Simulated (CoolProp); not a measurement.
Vapour-liquid equilibrium of dimethyl ether (1) + n-pentane (2) at 23.95 °C; x and y are mole fractions of (1).

Computed with CoolProp (multi-fluid Helmholtz-energy mixture model, Wu 2011 and Thol 2019; pair parameters Bell 2016).

### Question
Give the bubble pressure and the first vapour's composition at x = 0.15, 0.25, 0.35. Is there an azeotrope?

### Answer
x = 0.15: 0.1318 MPa, y = 0.575; x = 0.25: 0.1972 MPa, y = 0.751; x = 0.35: 0.2676 MPa, y = 0.841. No azeotrope shows between x = 0.05 and 0.95.

Pair parameters are fitted to limited data, so mixtures are less certain than the pure fluids. The gap from Raoult's law changes sign with composition, which may be real or a fault of the pair parameters; it wasn't checked against measurements.
